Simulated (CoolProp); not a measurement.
CF4 (R14) at 139.92 K and 1.11 MPa flows at 2.4 m/s in a round tube of 100 mm bore and 0.25 µm roughness, fully developed (64/Re and Nu = 3.66 if laminar; Colebrook and Gnielinski if turbulent). Each further row changes one setting.

Model: reference Helmholtz-energy equation of state, Platzer 1990, in CoolProp. This equation is an older, rougher fit; its heat capacities, sound speeds and derivatives of the liquid may be far off and weren't checked against measurements.

| case | Reynolds number | Darcy friction factor | pressure drop (Pa/m) | heat-transfer coefficient (W/(m² K)) | mass flow (kg/h) |
|---|---|---|---|---|---|
| as stated | 1510000 | 0.0109 | 515 | 3520 | 111000 |
| velocity 4.8 m/s | 3010000 | 0.00983 | 1850 | 6410 | 222000 |
| diameter 200 mm | 3010000 | 0.00977 | 230 | 3190 | 444000 |

Viscosity comes from a separate model (Huber 2003), an estimate that may be off by 10 % or more. Thermal conductivity comes from a separate model (Huber 2003), an estimate that may be off by 10 % or more.
